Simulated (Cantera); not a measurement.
Input: 1 mol CH₄, a varied amount of O₂, 0.36 mol NH₃, held at 1600 °C and 1.00 bar.

Method: chemical equilibrium by Gibbs-energy minimisation in Cantera with the NASA 1993 tables (ideal gas, pure condensed phases). Candidate condensed phases: C, C₆H₆, C₇H₈, C₈H₁₈, H₂O; 136 gas species. The numbers say what is thermodynamically allowed, not how fast it happens.

x: gas mole fraction; n: condensed amount in mol.

```json
[
 {"n(O₂) (mol)": "0.036", "x H₂": "0.907", "x H₂O": "4.71e-6", "x CO": "0.0258", "x CO₂": "3.26e-8", "x N₂": "0.0634", "x HCN": "0.00207", "x H": "0.000615", "n C(graphite)": "0.919"},
 {"n(O₂) (mol)": "0.057", "x H₂": "0.894", "x H₂O": "7.24e-6", "x CO": "0.0402", "x CO₂": "7.94e-8", "x N₂": "0.0625", "x HCN": "0.00204", "x H": "0.000610", "n C(graphite)": "0.877"},
 {"n(O₂) (mol)": "0.09", "x H₂": "0.873", "x H₂O": "[?]", "x CO": "[?]", "x CO₂": "[?]", "x N₂": "0.0610", "x HCN": "0.00200", "x H": "0.000603", "n C(graphite)": "[?]"},
 {"n(O₂) (mol)": "0.14", "x H₂": "0.844", "x H₂O": "1.59e-5", "x CO": "0.0933", "x CO₂": "4.27e-7", "x N₂": "0.0590", "x HCN": "0.00193", "x H": "0.000593", "n C(graphite)": "0.711"},
 {"n(O₂) (mol)": "0.23", "x H₂": "0.797", "x H₂O": "2.32e-5", "x CO": "0.145", "x CO₂": "1.03e-6", "x N₂": "0.0557", "x HCN": "0.00182", "x H": "0.000576", "n C(graphite)": "0.531"},
 {"n(O₂) (mol)": "0.36", "x H₂": "[?]", "x H₂O": "[?]", "x CO": "[?]", "x CO₂": "[?]", "x N₂": "0.0515", "x HCN": "[?]", "x H": "0.000554", "n C(graphite)": "[?]"},
 {"n(O₂) (mol)": "0.58", "x H₂": "0.643", "x H₂O": "0.0391", "x CO": "0.265", "x CO₂": "0.00392", "x N₂": "0.0484", "x HCN": "1.34e-6", "x H": "0.000518", "n C(graphite)": "0"},
 {"n(O₂) (mol)": "0.92", "x H₂": "0.481", "x H₂O": "0.201", "x CO": "0.244", "x CO₂": "0.0248", "x N₂": "0.0484", "x HCN": "1.55e-7", "x H": "0.000448", "n C(graphite)": "0"},
 {"n(O₂) (mol)": "1.5", "x H₂": "0.231", "x H₂O": "0.451", "x CO": "0.182", "x CO₂": "0.0865", "x N₂": "0.0484", "x HCN": "1.72e-8", "x H": "0.000311", "n C(graphite)": "0"}
]
```

Q: What belongs in the gaps?

A: 
- 0.09, x H₂O: 1.09e-5
- 0.09, x CO: 0.0621
- 0.09, x CO₂: 1.89e-7
- 0.09, n C(graphite): 0.811
- 0.36, x H₂: 0.736
- 0.36, x H₂O: 3.10e-5
- 0.36, x CO: 0.209
- 0.36, x CO₂: 2.15e-6
- 0.36, x HCN: 0.00168
- 0.36, n C(graphite): 0.271
